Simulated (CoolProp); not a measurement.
Vapour-liquid equilibrium of CHF3 (R23) (1) + propylene (2) at -60.15 °C; x and y are mole fractions of (1).

Computed with CoolProp (multi-fluid Helmholtz-energy mixture model, Penoncello 2003 and Lemmon 2013; pair parameters Bell 2016).

Question: Give the bubble pressure and the first vapour's composition at x = 0.15, 0.35, 0.95. Is there an azeotrope?

Answer: x = 0.15: 1.682 bar, y = 0.701; x = 0.35: 2.407 bar, y = 0.815; x = 0.95: 3.072 bar, y = 0.961. No azeotrope shows between x = 0.05 and 0.95.

The pair parameters rest on a limited set of measurements; away from them the model extrapolates. With so large a gap from Raoult's law the liquid may split in two, which this calculation doesn't test in full.
